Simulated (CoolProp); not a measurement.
Vapour-liquid equilibrium of R143a (1) + R152A (2) at 285.9 K; x and y are mole fractions of (1).

Computed with CoolProp (multi-fluid Helmholtz-energy mixture model, Lemmon and Jacobsen 2000 and Outcalt 1996; pair parameters Bell 2016).

| x | bubble pressure (bar) | y at the bubble point | dew pressure at overall composition x (bar) | liquid density (mol/L) |
|---|---|---|---|---|
| 0.05 | 4.399 | 0.110 | 4.219 | 13.94 |
| 0.125 | 4.852 | 0.245 | 4.446 | 13.75 |
| 0.2 | 5.278 | 0.354 | … | … |
| 0.275 | 5.681 | 0.445 | 4.964 | 13.37 |
| 0.35 | 6.066 | 0.524 | … | … |
| 0.425 | 6.436 | 0.594 | 5.588 | 12.99 |
| 0.5 | 6.794 | 0.658 | 5.943 | 12.81 |
| 0.575 | 7.144 | … | 6.331 | 12.63 |
| 0.65 | 7.486 | 0.771 | 6.749 | 12.45 |
| 0.725 | 7.824 | 0.823 | 7.199 | … |
| 0.8 | … | 0.873 | 7.676 | 12.10 |
| 0.875 | 8.492 | 0.921 | 8.176 | 11.93 |
| 0.95 | 8.825 | 0.969 | … | 11.76 |

Complete the blanks.


- 0.2, dew pressure at overall composition x (bar): 4.693
- 0.2, liquid density (mol/L): 13.56
- 0.35, dew pressure at overall composition x (bar): 5.262
- 0.35, liquid density (mol/L): 13.18
- 0.575, y at the bubble point: 0.716
- 0.725, liquid density (mol/L): 12.28
- 0.8, bubble pressure (bar): 8.159
- 0.95, dew pressure at overall composition x (bar): 8.694

No azeotrope shows between x = 0.05 and 0.95.

Pair parameters are fitted to limited data, so mixtures are less certain than the pure fluids.
